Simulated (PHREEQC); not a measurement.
Make-up at 25 °C and 500 atm: 0.00095 mol HF and 5.4e-05 mol NaCl per kg of water. Closed to the air; pH follows from the charge balance.

All values are PHREEQC results (ion-association model, phreeqc.dat), not measurements.

Precipitation was switched off in this run.

Order these F species by the share of F that they hold, largest first: HF2-, HF, F-.

F- (61 %), HF (39 %), HF2- (0.14 %)

The pH is 3.25 and the ionic strength 0.000637 mol/kgw. Complexes and solids missing from the database can't appear. Under pressure, the constants of complexes without a molar volume in the database are unreliable.
